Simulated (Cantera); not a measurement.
FeS + H2S + N2 (roasting and sulfation)

Charge: 1 mol FeS, 0.26 mol H2S, 0.8 mol N2, equilibrated at 602 °C and 0.150 bar.

These are equilibrium values from Cantera (NASA tables, ideal gas, pure condensed phases), not measurements of a reactor. Candidate condensed phases: Fe, FeS, FeS2, S; 16 gas species. FeS: taken at fixed stoichiometry. Gases not in the tables: S3 to S7. Equilibrium is a limit: real reactors are often held back by kinetics, nucleation or transport.

| Property | Result |
|---|---|
| x(N2) | 0.750 |
| x(H2S) | 0.232 |
| x(H2) | 0.0121 |
| x(S2) | 0.00606 |
| x(SH) | 1.95e-6 |
| n(FeS(s)) | 1.00 mol |
| gas amount | 1.066 mol |
| log10 activity of S(l) (absent) | -1.50 |
| log10 activity of Fe(α) (absent) | -4.73 |
